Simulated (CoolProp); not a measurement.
The fluid at 298.15 K and 5.48 MPa is throttled through a valve to 2.12 MPa with no heat exchange. The same conditions are run with several fluids, on thermodynamics alone (safety and materials aside).

Computed with CoolProp (reference Helmholtz-energy equation of state of each fluid (ammonia: Gao 2020; R245ca: Zhou 2016; n-nonane: Lemmon 2006; benzene: Thol 2012; o-xylene: Zhou 2012)).

```tsv
fluid	temperature change (K)	final density (kg/m³)
ammonia	+0.3	604
R245ca	+0.8	1390
n-nonane	+1.4	715
benzene	+1.4	874
o-xylene	+1.6	876
```
